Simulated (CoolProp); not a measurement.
Properties of ethanol along the isobar 8.26 bar (Tc = 514.7 K, pc = 62.68 bar, ω = 0.644).

The numbers come from the reference Helmholtz-energy equation of state, Schroeder 2014 in CoolProp.

| T (K) | phase | Joule-Thomson coefficient (K/MPa) | Prandtl number | fugacity coefficient |
|---|---|---|---|---|
| 507.9 | gas | 10.86 | 0.842 | 0.9584 |
| 513.8 | gas | 10.28 | 0.839 | 0.9606 |
| 519.8 | gas | 9.733 | 0.836 | 0.9628 |
| 525.7 | gas | 9.230 | 0.834 | 0.9648 |
| 531.6 | gas | 8.760 | 0.832 | 0.9666 |
| 537.5 | gas | 8.319 | 0.830 | 0.9684 |
| 543.4 | gas | 7.906 | 0.828 | 0.9700 |
| 549.4 | gas | 7.512 | 0.826 | 0.9716 |
| 555.3 | gas | 7.148 | 0.824 | 0.9730 |
| 561.2 | gas | 6.807 | 0.823 | 0.9743 |
| 567.1 | gas | 6.486 | 0.822 | 0.9756 |
| 573 | gas | 6.184 | 0.821 | 0.9768 |
| 579 | gas | 5.895 | 0.820 | 0.9779 |
| 584.9 | gas | 5.627 | 0.819 | 0.9789 |
| 590.8 | gas | 5.375 | 0.818 | 0.9799 |

Viscosity comes from a separate model (Kiselev 2005). Thermal conductivity comes from a separate model (Assael 2013).
